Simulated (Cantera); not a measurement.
**Thermodynamics of thermal oxidation and active oxidation of silicon, feed Si + CO2 + N2**

A closed system holds: 1 mol Si, 0.024 mol CO2, 3.2 mol N2, held at 750 Torr.

Cantera equilibrium calculation (NASA polynomials, part measured and part estimated; ideal gas, pure solids and liquids). Candidate condensed phases: C, Si, SiC, SiO2, Si2N2O, Si3N4; 34 gas species. N2 is the only nitrogen source here; it is nearly inert below about 1500 K, so the nitride shown seldom forms there in practice. Mutual solubility and eutectic melting of coexisting phases are not modelled. Equilibrium is a limit: real reactors are often held back by kinetics, nucleation or transport.

From 1098 K to 1698 K the condensed part is C(graphite) + Si2N2O(s) + Si3N4(s). From 1798 K to 1898 K the condensed part is SiC(s) + Si2N2O(s) + Si3N4(s). At 1998 K the condensed part is Si2N2O(s) + Si3N4(s).

```csv
T (K),log p N2,log p CO,log p SiO,log p Si,log p SiN,log p Si2N,n C(graphite),n Si2N2O(s),n Si3N4(s),n SiC(s)
1098,0.00,-8.24,<-12,<-12,<-12,<-12,0.0240,0.0480,0.301,0
1198,0.00,-6.93,<-12,<-12,<-12,<-12,0.0240,0.0480,0.301,0
1298,0.00,-5.83,-10.64,<-12,<-12,<-12,0.0240,0.0480,0.301,0
1398,0.00,-4.88,-8.97,<-12,<-12,<-12,0.0240,0.0480,0.301,0
1498,0.00,-4.07,-7.53,-10.89,-10.78,<-12,0.0238,0.0478,0.301,0
1598,0.00,-3.35,-6.27,-9.39,-9.45,-11.59,0.0229,0.0469,0.302,0
1698,0.00,-2.73,-5.17,-8.06,-8.28,-9.90,0.0192,0.0432,0.305,0
1798,0.00,-2.42,-4.19,-6.89,-7.24,-8.41,0,0.0380,0.303,0.0142
1898,0.00,-2.18,-3.31,-5.84,-6.31,-7.08,0,0.0299,0.311,0.00713
1998,-0.01,-2.03,-2.53,-4.90,-5.48,-5.89,0,0.0164,0.320,0
```
log p: log10 of the partial pressure in bar; n: condensed amount in mol.
